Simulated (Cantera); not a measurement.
Cantera run, input and output.

```python
import numpy as np
import cantera as ct

gas = ct.Solution("gri30.yaml")
gas.TPX = 1425, 13332, {'CH4': 1, 'H2': 7.1}
reactor = ct.IdealGasConstPressureReactor(gas, energy="off", clone=False)
net = ct.ReactorNet([reactor])
net.rtol, net.atol = 1e-08, 1e-18
show = ['CH4', 'H2', 'C2H4', 'H', 'CH3', 'C2H6', 'C2H']
times = np.geomspace(4e-06, 9, 12)

steps = ct.SolutionArray(gas, extra=["t"])
rows = []
print(f"{'t/s':>10s}{'T/K':>9s}{'P/Pa':>11s}" + "".join(f"{s:>11s}" for s in show))
for t in times:
    while net.time < t:
        t_next = net.step()
        steps.append(gas.state, t=t_next)
    rows.append([np.interp(t, steps.t, y) for y in (steps.T, steps.P, *steps(*show).X.T)])
    print(f"{t:10.3e}{rows[-1][0]:9.1f}{rows[-1][1]:11.4g}" + "".join(f"{x:11.3e}" for x in rows[-1][2:]))
rate = np.gradient(steps.T, steps.t)
print("integrator steps:", len(steps.t))
if steps.T.max() > steps.T[0] + 200:
    print(f"time of steepest temperature rise: {steps.t[rate.argmax()]:.4e} s")
gas.TPX = 1425, 13332, {'CH4': 1, 'H2': 7.1}
gas.equilibrate("TP")
print(f"equilibrium (TP): T = {gas.T:.1f} K  " + "  ".join(f"{s} {gas[s].X[0]:.3e}" for s in show))
```

It prints:

```
       t/s      T/K       P/Pa        CH4         H2       C2H4          H        CH3       C2H6        C2H
 4.000e-06   1425.0  1.333e+04  1.235e-01  8.765e-01  5.460e-18  6.286e-09  9.816e-09  1.840e-16  4.709e-35
 1.512e-05   1425.0  1.333e+04  1.235e-01  8.765e-01  1.011e-15  1.866e-08  4.221e-08  1.322e-14  1.017e-31
 5.715e-05   1425.0  1.333e+04  1.235e-01  8.765e-01  1.166e-13  6.288e-08  1.672e-07  8.283e-13  1.709e-28
 2.160e-04   1425.0  1.333e+04  1.235e-01  8.765e-01  8.122e-12  2.299e-07  6.395e-07  4.651e-11  1.837e-25
 8.165e-04   1425.0  1.333e+04  1.235e-01  8.765e-01  4.729e-10  8.597e-07  2.420e-06  2.507e-09  1.821e-22
 3.086e-03   1425.0  1.333e+04  1.234e-01  8.765e-01  2.658e-08  3.152e-06  8.898e-06  1.228e-07  2.147e-19
 1.167e-02   1425.0  1.333e+04  1.234e-01  8.765e-01  1.565e-06  8.988e-06  2.538e-05  3.301e-06  2.714e-16
 4.409e-02   1425.0  1.333e+04  1.233e-01  8.766e-01  3.231e-05  1.260e-05  3.556e-05  1.108e-05  5.839e-14
 1.667e-01   1425.0  1.333e+04  1.229e-01  8.768e-01  1.274e-04  1.275e-05  3.588e-05  1.153e-05  1.344e-12
 6.299e-01   1425.0  1.333e+04  1.215e-01  8.776e-01  2.168e-04  1.281e-05  3.559e-05  1.141e-05  1.064e-11
 2.381e+00   1425.0  1.333e+04  1.164e-01  8.804e-01  3.624e-04  1.300e-05  3.447e-05  1.078e-05  4.757e-11
 9.000e+00   1425.0  1.333e+04  1.000e-01  8.895e-01  8.280e-04  1.368e-05  3.085e-05  8.959e-06  1.708e-10
integrator steps: 462
equilibrium (TP): T = 1425.0 K  CH4 4.280e-02  H2 9.211e-01  C2H4 2.553e-03  H 1.805e-05  CH3 1.683e-05  C2H6 4.940e-06  C2H 7.569e-10
```

Model: GRI-Mech 3.0 (53 species, 325 reactions), integrated in Cantera. GRI-Mech 3.0 stops at C3 and has no aromatics, soot or wall deposition, so with more carbon than oxygen in the feed, carbon stays in small species such as C2H2 where larger ones or solid carbon would form.
